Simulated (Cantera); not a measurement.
Input (Python, Cantera):

```python
import numpy as np
import cantera as ct

gas = ct.Solution("gri30.yaml")
gas.TPX = 525, 20000, {'CO': 1, 'H2': 0.031, 'O2': 0.344, 'N2': 1.29}
inlet = ct.Reservoir(gas, clone=True)
gas.equilibrate("HP")  # start burning
reactor = ct.IdealGasConstPressureReactor(gas, energy="on", clone=False)
exhaust = ct.Reservoir(gas, clone=True)
tau = [0.057, 0.024, 0.01, 0.0043, 0.0018, 0.00078, 0.00033, 0.00014, 5.9e-05, 2.5e-05, 1.1e-05, 4.5e-06][0]
for a, b in ((inlet, reactor), (reactor, exhaust)):
    ct.MassFlowController(a, b, mdot=lambda t: reactor.mass / tau)
net = ct.ReactorNet([reactor])
show = ['CO', 'H2', 'O2', 'CO2', 'N2O', 'NO']

rows = []
print(f"{'tau/s':>10s}{'T/K':>9s}" + "".join(f"{s:>11s}" for s in show))
for tau in [0.057, 0.024, 0.01, 0.0043, 0.0018, 0.00078, 0.00033, 0.00014, 5.9e-05, 2.5e-05, 1.1e-05, 4.5e-06]:
    net.initial_time = 0.0
    net.advance(30 * tau)
    before = gas.X
    net.advance(40 * tau)
    drift = np.max(np.abs(gas.X - before) / (gas.X + 1e-9))
    rows.append([gas.T, *gas[show].X, drift])
    print(f"{tau:10.3e}{gas.T:9.1f}" + "".join(f"{x:11.3e}" for x in gas[show].X))
```

It prints:

```
     tau/s      T/K         CO         H2         O2        CO2        N2O         NO
 5.700e-02   2103.1  1.944e-01  1.310e-03  2.199e-02  2.211e-01  4.456e-08  9.432e-04
 2.400e-02   1942.0  2.068e-01  1.323e-03  2.756e-02  2.035e-01  4.390e-08  2.817e-04
 1.000e-02   1759.0  2.180e-01  1.163e-03  3.188e-02  1.866e-01  4.451e-08  1.246e-04
 4.300e-03   1564.8  2.287e-01  8.153e-04  3.546e-02  1.700e-01  4.777e-08  8.100e-05
 1.800e-03   1342.4  2.500e-01  6.313e-04  4.635e-02  1.425e-01  5.099e-08  3.429e-05
 7.800e-04    525.0  3.752e-01  1.163e-02  1.291e-01  1.790e-16  2.703e-23  2.867e-21
 3.300e-04    525.0  3.752e-01  1.163e-02  1.291e-01  2.951e-18  4.682e-26  4.680e-24
 1.400e-04    525.0  3.752e-01  1.163e-02  1.291e-01  1.172e-18  3.430e-27  2.898e-25
 5.900e-05    525.0  3.752e-01  1.163e-02  1.291e-01  4.745e-19  3.165e-28  1.831e-26
 2.500e-05    525.0  3.752e-01  1.163e-02  1.291e-01  1.966e-19  3.837e-29  1.156e-27
 1.100e-05    525.0  3.752e-01  1.163e-02  1.291e-01  8.515e-20  5.999e-30  7.305e-29
 4.500e-06    525.0  3.752e-01  1.163e-02  1.291e-01  3.503e-20  9.861e-31  4.614e-30
```

Detailed kinetics in Cantera: GRI-Mech 3.0 (53 species, 325 reactions).
